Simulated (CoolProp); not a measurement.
Vapour-liquid equilibrium of propane (1) + R134a (2) at 0.826 MPa; x and y are mole fractions of (1).

Computed with CoolProp (multi-fluid Helmholtz-energy mixture model, Lemmon 2009 and Tillner-Roth 1994; pair parameters Bell 2016).

```tsv
x	bubble temperature, mixture model (°C)	bubble temperature, Raoult's law (°C)	y, mixture model	y, Raoult's law
0.05	26.5	31.8	[?]	0.068
0.15	18.9	30.4	[?]	0.198
0.25	[?]	29.1	[?]	0.319
0.35	[?]	27.7	0.533	0.432
0.45	[?]	26.4	0.572	0.538
0.55	11.6	25.1	0.605	0.636
0.65	11.5	23.9	0.640	0.728
0.75	[?]	22.6	0.687	0.813
0.85	13.2	21.3	0.760	0.892
0.95	16.5	20.1	0.892	0.965
```

Question: What belongs in the gaps?

Answer: 
- 0.05, y, mixture model: 0.172
- 0.15, y, mixture model: 0.375
- 0.25, bubble temperature, mixture model (°C): 15.1
- 0.25, y, mixture model: 0.476
- 0.35, bubble temperature, mixture model (°C): 13.1
- 0.45, bubble temperature, mixture model (°C): 12.1
- 0.75, bubble temperature, mixture model (°C): 11.9

The largest gap from Raoult's law is -14.6 K in bubble temperature, at x = 0.35. y crosses x between x = 0.55 and 0.65: the model has an azeotrope there.

The pair parameters rest on a limited set of measurements; away from them the model extrapolates. With so large a gap from Raoult's law the liquid may split in two, which this calculation doesn't test in full.
